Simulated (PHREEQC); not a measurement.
Solution (90 °C): 0.0064 mol/kgw NaOH, 0.031 mol/kgw SrCl2 and 0.15 mol/kgw MgCl2. Closed to the air; pH follows from the charge balance.

Computed with PHREEQC (ion-association model, phreeqc.dat).

No solid was allowed to form.

### Question
Estimate the pH, activity of water, density.

### Answer
pH 8.44; activity of water 0.991; density 0.981 g/cm³.

### Question
In which forms is Mg present?

### Answer
Mg+2 96 %, MgOH+ 4.1 % of the Mg.

Species that the database lacks are ignored. Away from 25 °C the constants follow the database's enthalpies or fits; those with neither stay at their 25 °C values.
